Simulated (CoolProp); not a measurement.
R245ca at 298.15 K and 2.53 MPa is throttled through a valve to 0.662 MPa with no heat exchange. Each further row changes one setting.

Model: reference Helmholtz-energy equation of state, Zhou 2016, in CoolProp.

```tsv
case	temperature change (K)
as stated	+0.5
outlet pressure 0.199 MPa	+0.6
outlet pressure 0.861 MPa	+0.4
```
